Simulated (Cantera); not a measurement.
# Thermodynamics of carbon deposition, reforming and gasification, feed CO + H2

Feed: 1 mol CO, 23 mol H2, held at 1825 K.

Cantera equilibrium calculation (NASA polynomials, part measured and part estimated; ideal gas, pure solids and liquids). Candidate condensed phases: C, C6H6, C7H8, C8H18, H2O; 110 gas species. The ideal-gas law is rough above about 30 bar. Kinetics and transport are ignored.

| P (Pa) | x H2 | x H | x CO | x CH4 | x H2O |
|---|---|---|---|---|---|
| 10 | 0.917 | 0.0422 | 0.0408 | 7.95e-10 | 7.07e-8 |
| 72 | 0.943 | 0.0159 | 0.0413 | 1.16e-8 | 2.77e-7 |
| 520 | 0.952 | 0.00596 | 0.0415 | 1.59e-7 | 1.09e-6 |
| 3700 | 0.956 | 0.00224 | 0.0416 | 1.93e-6 | 4.62e-6 |
| 27000 | 0.957 | 0.000829 | 0.0416 | 1.94e-5 | 2.45e-5 |
| 190000 | 0.958 | 0.000313 | 0.0415 | 0.000151 | 0.000156 |
| 1400000 | 0.957 | 0.000115 | 0.0406 | 0.00112 | 0.00112 |
| 10000000 | 0.950 | 4.29e-5 | 0.0348 | 0.00734 | 0.00729 |
x: gas mole fraction; nothing condenses.

From 0.000100 bar to 100 bar nothing is condensed. The main C-bearing gas is CO throughout.
